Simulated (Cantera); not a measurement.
An isothermal, constant-pressure homogeneous reactor starts with 1.28 % H2, 98.7 % O2, at 923 K and 10.00 Torr.

Cantera simulation using GRI-Mech 3.0 (53 species, 325 reactions); the numbers are that mechanism's predictions, not measurements. Radical loss at walls, strong at low pressure, is not modelled. Below about 950 K walls govern HO2 and H2O2 in real vessels.

One state of this run: x H2 = 9.54e-10; x O2 = 0.987; x HO2 = 2.00e-9; x O = 9.41e-8; x OH = 1.05e-6; x H2O = 0.0129; x H = 4.85e-11. x: mole fraction; the columns are a selection and need not sum to one.

Q: Which value of t (s) does it belong to?
A) 30.0
B) 0.226
C) 0.00170
D) 8.84

A: A, 30.0
